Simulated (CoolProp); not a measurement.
Vapour-liquid equilibrium of ethanol (1) + n-decane (2) at 382 K; x and y are mole fractions of (1).

Model: multi-fluid Helmholtz-energy mixture model, Schroeder 2014 and Lemmon 2006; pair parameters Bell 2016, in CoolProp.

```json
[
 {"x": "0.05", "bubble pressure, mixture model (kPa)": "___", "bubble pressure, Raoult's law (kPa)": "27.86", "y, mixture model": "0.855", "y, Raoult's law": "0.541"},
 {"x": "0.2", "bubble pressure, mixture model (kPa)": "207.4", "bubble pressure, Raoult's law (kPa)": "71.02", "y, mixture model": "___", "y, Raoult's law": "0.848"},
 {"x": "0.35", "bubble pressure, mixture model (kPa)": "237.9", "bubble pressure, Raoult's law (kPa)": "114.2", "y, mixture model": "0.946", "y, Raoult's law": "0.923"},
 {"x": "0.5", "bubble pressure, mixture model (kPa)": "___", "bubble pressure, Raoult's law (kPa)": "157.3", "y, mixture model": "0.948", "y, Raoult's law": "0.957"},
 {"x": "0.65", "bubble pressure, mixture model (kPa)": "251.6", "bubble pressure, Raoult's law (kPa)": "200.5", "y, mixture model": "0.951", "y, Raoult's law": "0.976"},
 {"x": "0.8", "bubble pressure, mixture model (kPa)": "265.5", "bubble pressure, Raoult's law (kPa)": "243.6", "y, mixture model": "___", "y, Raoult's law": "0.989"},
 {"x": "0.95", "bubble pressure, mixture model (kPa)": "___", "bubble pressure, Raoult's law (kPa)": "286.8", "y, mixture model": "0.986", "y, Raoult's law": "0.998"}
]
```

What belongs in the gaps?


- 0.05, bubble pressure, mixture model (kPa): 93.17
- 0.2, y, mixture model: 0.936
- 0.5, bubble pressure, mixture model (kPa): 245.2
- 0.8, y, mixture model: 0.961
- 0.95, bubble pressure, mixture model (kPa): 290.5

The largest gap from Raoult's law is +234.4 % in bubble pressure, at x = 0.05. No azeotrope shows between x = 0.05 and 0.95.

Pair parameters are fitted to limited data, so mixtures are less certain than the pure fluids. With so large a gap from Raoult's law the liquid may split in two, which this calculation doesn't test in full.
